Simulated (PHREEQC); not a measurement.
# Spent oxide etchant

Dissolve 41 mmol/kgw NH4HF2, 18 mmol/kgw (NH4)2SiF6 and 12 mmol/kgw H2SO4 at 11 °C. Closed to the air; pH follows from the charge balance.

All values are PHREEQC results (ion-association model, wateq4f.dat), not measurements.

Each row changes one thing in this solution. No solid was allowed to form.

| case | pH | ionic strength (mol/kgw) | NH4+ (mol/kgw) | HF (mol/kgw) | F- (mol/kgw) | SO4-2 (mol/kgw) |
|---|---|---|---|---|---|---|
| as made | 2.58 | 0.103 | 0.0740 | 0.0426 | 0.0183 | 0.00827 |
| temperature from 11 to 25 °C | 2.62 | 0.103 | 0.0741 | 0.0465 | 0.0176 | 0.00821 |
| H2SO4 replaced by Na2SO4 at the same molality | 3.06 | (withheld) | 0.0741 | 0.0287 | (withheld) | 0.00855 |
| diluted 100-fold with water | 3.27 | 0.00149 | 0.000769 | 0.000595 | 0.000986 | 0.000115 |
| (NH4)2SiF6 left out | 2.60 | 0.0508 | 0.0389 | 0.0428 | (withheld) | 0.00898 |
| temperature from 11 to 50 °C | 2.75 | 0.102 | 0.0743 | 0.0522 | 0.0165 | 0.00809 |

Complete the blanks.


- H2SO4 replaced by Na2SO4 at the same molality, ionic strength (mol/kgw): 0.125
- H2SO4 replaced by Na2SO4 at the same molality, F- (mol/kgw): 0.0382
- (NH4)2SiF6 left out, F- (mol/kgw): 0.0182

Complexes and solids missing from the database can't appear. Some of these states are supersaturated (in Quartz (slow to form), for instance). Away from 25 °C the constants follow the database's enthalpies or fits; those with neither stay at their 25 °C values. SiF6-2 is the database's only silicon fluoride.
